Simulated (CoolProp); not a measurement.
Computed with CoolProp (reference Helmholtz-energy equation of state, Akasaka 2015).

### Question
For R245fa, give the phase and the density (kg/m³), speed of sound (m/s), viscosity (µPa s), Prandtl number at -77.65 °C and 45.8 bar.

### Answer
- -77.65 °C and 45.8 bar: liquid; density 1590, speed of sound 1140, viscosity 2130, Prandtl number 19.1

Viscosity comes from a separate model (Bell 2016), an estimate that may be off by 10 % or more. Thermal conductivity comes from a separate model (Huber 2003), an estimate that may be off by 10 % or more.
